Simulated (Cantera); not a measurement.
A perfectly stirred reactor is fed with CO : H2 : O2 : N2 = 1 : 0.69 : 0.971 : 3.65 (molar parts), equivalence ratio 0.87, at 0.730 bar; it is adiabatic with a 675 K inlet, and is followed from long to short residence time, starting on the burning branch (τ in s: 0.17, 0.051, 0.015, 0.0047, 0.0014, 0.00042, 0.00013, 3.8e-05, 1.2e-05).

Detailed kinetics in Cantera: GRI-Mech 3.0 (53 species, 325 reactions).

One state of this run: T (K) = 2100; x CO = 0.0542; x H2 = 0.00881; x O2 = 0.0478; x NO = 0.000207; x NO2 = 3.19e-8. x: mole fraction; the columns are a selection and need not sum to one.

Which value of τ (s) does it belong to?
A. 0.0047
B. 0.0014
C. 0.00042
D. 3.8e-5

B, 0.0014
